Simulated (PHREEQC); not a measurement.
Acid rinse or clean: speciation

Make-up at 25 °C: 0.24 mol/kgw HBr, 0.0073 mol/kgw NaCl and 3.6e-05 mol/kgw MgCl2. Closed to the air; pH follows from the charge balance.

All values are PHREEQC results (ion-association model, wateq4f.dat), not measurements.

This is a speciation only: nothing precipitates in the calculation.

### Question
Predict the pH, activity of water.

### Answer
pH 0.72; activity of water 0.992.

Complexes and solids missing from the database can't appear.
